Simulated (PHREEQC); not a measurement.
A solution holds 0.24 mol/kgw NaHSO4, at 25 °C. Closed to the air; pH follows from the charge balance.

Computed with PHREEQC (ion-association model, phreeqc.dat).

| quantity | before | after |
|---|---|---|
| pH | 1.16 | 7.27 |
| ionic strength (mol/kgw) | 0.383 | 0.579 |
| Na+ (mol/kgw) | 0.222 | 0.409 |
| HSO4- (mol/kgw) | 0.150 | 2.31e-7 |
| SO4-2 (mol/kgw) | 0.0712 | 0.169 |
| NaSO4- (mol/kgw) | 0.0185 | 0.0706 |

### Question
Name the change that produced these shifts.
(A) NaHSO4 from 0.24 to 0.048 mol/kgw
(B) diluted 5-fold with water
(C) NaHSO4 from 0.24 to 0.264 mol/kgw
(D) NaHSO4 replaced by Na2SO4 at the same molality
(E) 0.33 mol/kgw NaCl added

### Answer
D, NaHSO4 replaced by Na2SO4 at the same molality

Precipitation was switched off in this run.
